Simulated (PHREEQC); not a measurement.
Solution (25 °C): 190 mmol/kgw CuCl2, 0.19 mmol/kgw HNO3 and 180 mmol/kgw NaCl. Closed to the air; pH follows from the charge balance.

Equilibrium calculation in PHREEQC: ion-association model, phreeqc.dat.

```json
[
 {"quantity": "pH", "before": "3.81", "after": "3.82"},
 {"quantity": "ionic strength (mol/kgw)", "before": "0.648", "after": "0.680"},
 {"quantity": "Cl- (mol/kgw)", "before": "0.507", "after": "0.524"},
 {"quantity": "Cu+2 (mol/kgw)", "before": "0.141", "after": "0.156"},
 {"quantity": "CuCl+ (mol/kgw)", "before": "0.0447", "after": "0.0311"},
 {"quantity": "CuCl2 (mol/kgw)", "before": "0.00419", "after": "0.00268"}
]
```

Q: Which change was made?
A. CuCl2 from 0.19 to 0.095 mol/kgw
B. NaCl left out
C. temperature from 25 to 15 °C
D. 0.0025 mol/kgw HBr added
E. HNO3 replaced by Al(NO3)3 at the same molality

A: C, temperature from 25 to 15 °C

No solid was allowed to form.
